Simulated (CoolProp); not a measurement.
Saturation properties of ammonia.

The numbers come from the reference Helmholtz-energy equation of state, Gao 2020 in CoolProp.

```tsv
T (K)	p (kPa)	enthalpy of vaporisation (kJ/kg)	liquid cp (kJ/(kg K))	vapour Z
221.1	36.07	1423	4.394	(withheld)
242.6	(withheld)	1361	4.476	0.9698
264.2	303.3	1293	4.565	0.9448
285.7	670.8	1216	4.685	0.9092
307.2	(withheld)	1127	4.866	0.8613
328.7	2342	1022	(withheld)	0.7995
350.2	(withheld)	894.2	5.682	0.7210
371.7	6079	728.9	6.858	0.6199
393.2	9117	479.4	12.09	0.4748
```

Task: What belongs in the gaps?

Result: 
- 221.1, vapour Z: 0.9857
- 242.6, p (kPa): 116.2
- 307.2, p (kPa): 1314
- 328.7, liquid cp (kJ/(kg K)): 5.160
- 350.2, p (kPa): 3882

It boils at 239.8 K under 1 atm.
